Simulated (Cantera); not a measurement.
A diamond (100) surface in a fixed gas of H2 with x(CH4) = 0.0058, x(H) = 0.004, x(CH3) = 0.00011, 50.3 Torr; coverages are run to steady state.

Model: the Harris–Goodwin 1993 mechanism for the reconstructed diamond (100) surface, integrated in Cantera.

θ: site fractions in the mechanism's names (c6HH fully hydrogenated, c6H* and c6*H radical sites, c6** diradical, c6HM methylated).

```csv
T (K),growth (µm/h),θ c6HH,θ c6H*,θ c6*H,θ c6**,θ c6HM
925,2.59,0.651,0.0120,0.306,0.00526,0.0201
975,3.32,0.607,0.0159,0.348,0.00784,0.0159
1025,4.00,0.565,0.0202,0.386,0.0111,0.0124
1075,4.35,0.526,0.0250,0.420,0.0152,0.00902
1125,4.03,0.491,0.0301,0.450,0.0200,0.00569
1175,3.10,0.458,0.0354,0.476,0.0255,0.00295
1225,2.19,0.428,0.0408,0.497,0.0316,0.00130
1275,[?],0.401,[?],0.514,[?],[?]
1325,1.47,0.377,[?],0.526,[?],[?]
1375,1.42,0.356,0.0565,0.536,0.0512,8.19e-5
```

Some entries are withheld; supply them.


- 1275, growth (µm/h): 1.66
- 1275, θ c6H*: 0.0461
- 1275, θ c6**: 0.0379
- 1275, θ c6HM: 0.000525
- 1325, θ c6H*: 0.0514
- 1325, θ c6**: 0.0445
- 1325, θ c6HM: 0.000208
